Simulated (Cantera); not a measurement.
An isothermal, constant-pressure homogeneous reactor starts with 0.606 % CH4, 99.4 % H2, at 2373 K and 20.0 Torr.

Detailed kinetics in Cantera: GRI-Mech 3.0 (53 species, 325 reactions). GRI-Mech 3.0 stops at C3 and has no aromatics, soot or wall deposition, so with more carbon than oxygen in the feed, carbon stays in small species such as C2H2 where larger ones or solid carbon would form. Radical loss at walls, strong at low pressure, is not modelled.

One state of this run: x CH4 = 3.47e-5; x H2 = 0.950; x C2H = 7.70e-6; x C2H4 = 1.72e-7; x C2H2 = 0.00290; x CH2 = 2.40e-6. x: mole fraction; the columns are a selection and need not sum to one.

Which value of t (s) does it belong to?
(A) 30.0
(B) 0.0658
(C) 0.00111
(D) 0.0237

B, 0.0658
